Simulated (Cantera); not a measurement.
**Catalytic combustion on Pt**

An isothermal plug-flow reactor at 998 K and 1.01 bar (inlet), inlet velocity 4.2 m/s, active area per volume 170 1/m; feed 0.729 % CO, 3.28 % O2, 96.0 % N2.

Computed with Cantera and Deutschmann's 1995 Pt surface mechanism with GRI-Mech 3.0 gas chemistry. Catalytic surfaces can have several steady states; this one follows from the mechanism file's or the stated starting coverage. Mass transfer to the wall is taken as infinitely fast.

```csv
z (m),x CO,x O2,x H2O,x CO2,θ free Pt,θ O*
0.0008,0.000845,0.0297,<1e-12,0.00647,0.305,0.695
0.0017,0.000313,0.0294,<1e-12,0.00700,0.273,0.726
0.0037,4.54e-5,0.0293,<1e-12,0.00727,0.263,0.737
0.008,8.25e-7,0.0293,<1e-12,0.00732,0.261,0.739
0.017,1.93e-10,0.0293,<1e-12,0.00732,0.261,0.739
0.037,<1e-12,0.0293,<1e-12,0.00732,0.261,0.739
0.08,<1e-12,0.0293,<1e-12,0.00732,0.261,0.739
```
x: gas mole fraction; θ: surface coverage.
